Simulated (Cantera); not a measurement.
An isothermal, constant-pressure homogeneous reactor starts with NO : N2 = 1 : 0.48 (molar parts), at 1875 K and 11.3 Torr.

Model: GRI-Mech 3.0 (53 species, 325 reactions), integrated in Cantera. Radical loss at walls, strong at low pressure, is not modelled.

x: mole fraction; the columns are a selection and need not sum to one.

```csv
t (s),x NO,x NO2,x O2,x N2,x N2O,x O
1.00e-6,0.676,<1e-12,<1e-12,0.324,3.02e-9,3.02e-9
4.78e-6,0.676,<1e-12,<1e-12,0.324,___,___
2.29e-5,0.676,1.29e-11,6.45e-12,0.324,6.91e-8,6.91e-8
0.000109,0.676,2.92e-10,1.47e-10,0.324,3.30e-7,3.31e-7
0.000524,0.676,___,___,0.324,___,___
0.00250,0.676,1.43e-7,7.71e-8,0.324,7.42e-6,7.57e-6
0.0120,0.676,2.50e-6,1.91e-6,0.324,3.30e-5,3.65e-5
0.0573,0.675,1.68e-5,6.50e-5,0.324,0.000111,0.000163
0.274,0.673,2.46e-5,0.00102,0.325,0.000159,0.000275
1.31,0.663,3.30e-5,0.00624,0.331,0.000150,0.000315
6.27,0.610,5.94e-5,0.0327,0.357,0.000116,0.000456
30.0,0.373,8.10e-5,0.151,0.476,3.57e-5,0.000807
```

Question: Fill in the missing entries.

Answer: 
- 4.78e-6, x N2O: 1.45e-8
- 4.78e-6, x O: 1.45e-8
- 0.000524, x NO2: 6.63e-9
- 0.000524, x O2: 3.37e-9
- 0.000524, x N2O: 1.58e-6
- 0.000524, x O: 1.58e-6
